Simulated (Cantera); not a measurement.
Standard-state values (1 bar) from the NASA 1993 polynomials, evaluated with Cantera. Values are per mole of reaction as written; species without (g) are pure solids or liquids, kept so even where they would boil at 1 bar.

6 AlI3(g) + O3(g) ⇌ 3 Al2O(g) + 9 I2

```json
[
 {"T (K)": "350", "ΔH° (kJ)": "?", "ΔS° (J/K)": "?", "ΔG° (kJ)": "?", "log10 K": "?", "condensed phases": "I2(s)"},
 {"T (K)": "375", "ΔH° (kJ)": "?", "ΔS° (J/K)": "?", "ΔG° (kJ)": "?", "log10 K": "?", "condensed phases": "I2(s)"},
 {"T (K)": "400", "ΔH° (kJ)": "743.0", "ΔS° (J/K)": "-258.9", "ΔG° (kJ)": "846.5", "log10 K": "-110.54", "condensed phases": "I2(l)"},
 {"T (K)": "425", "ΔH° (kJ)": "751.9", "ΔS° (J/K)": "-237.1", "ΔG° (kJ)": "852.7", "log10 K": "-104.80", "condensed phases": "I2(l)"},
 {"T (K)": "450", "ΔH° (kJ)": "?", "ΔS° (J/K)": "?", "ΔG° (kJ)": "?", "log10 K": "?", "condensed phases": "I2(l)"},
 {"T (K)": "475", "ΔH° (kJ)": "769.8", "ΔS° (J/K)": "-197.3", "ΔG° (kJ)": "863.5", "log10 K": "-94.96", "condensed phases": "I2(l)"},
 {"T (K)": "500", "ΔH° (kJ)": "778.7", "ΔS° (J/K)": "-179.1", "ΔG° (kJ)": "868.3", "log10 K": "-90.70", "condensed phases": "I2(l)"},
 {"T (K)": "525", "ΔH° (kJ)": "787.6", "ΔS° (J/K)": "-161.8", "ΔG° (kJ)": "872.5", "log10 K": "-86.81", "condensed phases": "I2(l)"},
 {"T (K)": "550", "ΔH° (kJ)": "796.4", "ΔS° (J/K)": "-145.4", "ΔG° (kJ)": "876.4", "log10 K": "-83.23", "condensed phases": "I2(l)"}
]
```

Complete the blanks.


- 350, ΔH° (kJ): 590.4
- 350, ΔS° (J/K): -653.9
- 350, ΔG° (kJ): 819.3
- 350, log10 K: -122.27
- 375, ΔH° (kJ): 594.9
- 375, ΔS° (J/K): -641.6
- 375, ΔG° (kJ): 835.5
- 375, log10 K: -116.38
- 450, ΔH° (kJ): 760.9
- 450, ΔS° (J/K): -216.6
- 450, ΔG° (kJ): 858.4
- 450, log10 K: -99.64
